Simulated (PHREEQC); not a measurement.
Consider water at 20 °C with 0.016 mol KOH and 0.055 mol KNO3 per kg of water. Closed to the air; pH follows from the charge balance.

All values are PHREEQC results (ion-association model, wateq4f.dat), not measurements.

Each row changes one thing in this solution. Precipitation was switched off in this run.

| case | pH | ionic strength (mol/kgw) |
|---|---|---|
| as made | 12.27 | 0.0710 |
| KOH replaced by K2SO4 at the same molality | 7.15 | 0.0977 |
| diluted 5-fold with water | 11.62 | 0.0142 |
| KNO3 from 0.055 to 0.11 mol/kgw | 12.25 | 0.126 |
| KOH replaced by K2CO3 at the same molality | 11.14 | 0.102 |
| KNO3 from 0.055 to 0.55 mol/kgw | 12.18 | 0.566 |
| diluted 10-fold with water | 11.33 | 0.00710 |
| KOH replaced by K3PO4 at the same molality | 11.91 | 0.135 |
| KOH left out | 7.07 | 0.0550 |
